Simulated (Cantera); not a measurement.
An adiabatic, constant-pressure homogeneous reactor starts with 1.49 % C3H8, 20.7 % O2, 77.8 % N2, at 1475 K and 0.987 atm.

Model: GRI-Mech 3.0 (53 species, 325 reactions), integrated in Cantera. GRI-Mech 3.0 was tuned for natural gas; its chemistry of propane as a main component is partial and can be far from experiment.

Problem. Predict: time of steepest temperature rise; temperature at 1.00 s; equilibrium temperature; x(O2) at 1.00 s; x(O) at 1.00 s; x(OH) at 1.00 s; x(H) at 1.00 s.

Solution. 
```json
{
 "time_of_steepest_temperature_rise": "90.2 µs",
 "temperature at 1.00 s": "2219 K",
 "equilibrium_temperature": "2218 K",
 "x(O2) at 1.00 s": "0.125 (gas-phase equilibrium 0.125)",
 "x(O) at 1.00 s": "0.00108 (gas-phase equilibrium 0.00108)",
 "x(OH) at 1.00 s": "0.00355 (gas-phase equilibrium 0.00355)",
 "x(H) at 1.00 s": "9.05e-5 (gas-phase equilibrium 9.05e-5)"
}
```
